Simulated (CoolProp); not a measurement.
Properties of trans-2-butene along the isobar 1.84 MPa.

Model: reference Helmholtz-energy equation of state, Lemmon 2005, in CoolProp. It is a short technical equation, of lower accuracy than the large ones.

```csv
T (K),phase,cp (kJ/(kg K)),fugacity coefficient
322.5,liquid,2.447,0.2422
330.3,liquid,2.495,0.2908
338.1,liquid,2.548,0.3452
345.8,liquid,2.607,0.4045
353.6,liquid,2.674,0.4704
361.4,liquid,2.751,0.5419
369.2,liquid,2.845,0.6187
376.9,liquid,2.962,0.6993
384.7,gas,2.641,0.7742
392.5,gas,2.506,0.7896
400.3,gas,2.428,0.8035
408,gas,2.381,0.8159
415.8,gas,2.352,0.8274
423.6,gas,2.336,0.8378
```
